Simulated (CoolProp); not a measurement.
Vapour-liquid equilibrium of ethane (1) + hydrogen chloride (2) at 369 kPa; x and y are mole fractions of (1).

Computed with CoolProp (multi-fluid Helmholtz-energy mixture model, Bücker 2006 and Thol 2018; pair parameters Bell 2016).

```csv
x,"bubble temperature, mixture model (°C)","bubble temperature, Raoult's law (°C)","y, mixture model","y, Raoult's law"
0.05,…,-58.8,…,0.054
0.2,-66.6,-59.1,…,0.213
0.35,-67.8,-59.4,…,0.368
0.5,…,-59.7,…,0.520
0.65,-67.9,-60.0,0.568,0.668
0.8,-66.6,-60.3,0.667,0.813
0.95,…,-60.6,…,0.954
```

### Question
What belongs in the gaps?

### Answer

- 0.05, bubble temperature, mixture model (°C): -62.1
- 0.05, y, mixture model: 0.170
- 0.2, y, mixture model: 0.384
- 0.35, y, mixture model: 0.461
- 0.5, bubble temperature, mixture model (°C): -68.1
- 0.5, y, mixture model: 0.510
- 0.95, bubble temperature, mixture model (°C): -62.9
- 0.95, y, mixture model: 0.876

The largest gap from Raoult's law is -8.4 K in bubble temperature, at x = 0.5. y crosses x between x = 0.5 and 0.65: the model has an azeotrope there.

Pair parameters are fitted to limited data, so mixtures are less certain than the pure fluids.
